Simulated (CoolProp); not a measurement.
Vapour-liquid equilibrium of R13 (1) + isobutane (2) at 0.502 MPa; x and y are mole fractions of (1).

Model: multi-fluid Helmholtz-energy mixture model, Platzer 1990 and Bücker 2006; pair parameters Bell 2016, in CoolProp. This equation is an older, rougher fit; its heat capacities, sound speeds and derivatives of the liquid may be far off and weren't checked against measurements.

Give the bubble temperature and the first vapour's composition at x = 0.05, 0.15, 0.55. Is there an azeotrope?

x = 0.05: 295.0 K, y = 0.361; x = 0.15: 272.3 K, y = 0.707; x = 0.55: 241.1 K, y = 0.942. No azeotrope shows between x = 0.05 and 0.95.

Pair parameters are fitted to limited data, so mixtures are less certain than the pure fluids.
